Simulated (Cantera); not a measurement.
Input: 1 mol Si₂Cl₆, 13 mol NH₃, 89 mol N₂, held at 1.00 bar.

Equilibrium computed with Cantera from the NASA thermochemical tables; the gas is ideal and each condensed phase is pure. Candidate condensed phases: NH₄Cl, Si, Si₃N₄; 28 gas species. The feed counts by its element totals alone. The tables' values for SiCl₃ are old estimates; treat these amounts as uncertain. The numbers say what is thermodynamically allowed, not how fast it happens. All values below are at 1300 °C.

Base state: N₂ 0.807, H₂ 0.142, HCl 0.0507, SiCl₂ 0.000231, SiCl₃ 4.94e-5, SiCl₄ 2.79e-5, H 1.53e-5, SiHCl₃ 1.03e-5 (mole fractions); condensed: Si₃N₄(s).

Problem. What changes in the equilibrium state with this change: pressure from 1.00 bar to 1.33 mbar?

Solution. 
```
species          before     after
-------------  --------  --------
N₂                0.807     0.808
H₂                0.142     0.149
HCl              0.0507    0.0343
SiCl₂          0.000231   0.00830
Si                <1e-9   1.28e-5
SiCl            1.12e-8   1.68e-5
SiCl₄           2.79e-5   5.84e-7
SiHCl₃          1.03e-5   3.36e-7
H               1.53e-5  0.000430
Si₃N₄(s), mol     0.654     0.339
```
The tables' values for SiCl₃, SiCl are old estimates; treat these amounts as uncertain.
